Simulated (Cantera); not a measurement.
# Silicon oxide and oxynitride deposition: SiH₄ + O₃ + CO₂

Feed: 1 mol SiH₄, 0.2 mol O₃, 0.87 mol CO₂, equilibrated at 1275 K and 0.0130 bar.

Method: chemical equilibrium by Gibbs-energy minimisation in Cantera with the NASA 1993 tables (ideal gas, pure condensed phases). Candidate condensed phases: C, C₆H₆, C₇H₈, C₈H₁₈, H₂O, Si, SiC, SiO₂; 123 gas species. The tables hold silica as quartz up to 1696 K and as liquid above; real silica turns to tridymite and cristobalite and melts near 1996 K. The numbers say what is thermodynamically allowed, not how fast it happens.

```json
{
 "x(H₂)": "0.855",
 "x(CO)": "0.145",
 "x(CH₄)": "8.80e-5",
 "x(H₂O)": "1.88e-5",
 "x(H)": "5.98e-6",
 "x(SiO)": "2.73e-6",
 "x(CO₂)": "1.92e-6",
 "n(C(graphite))": "0.530 mol",
 "n(SiO₂(β-quartz))": "1.000 mol",
 "gas_amount": "2.340 mol",
 "log10 activity of Si(s) (absent)": "-4.12"
}
```
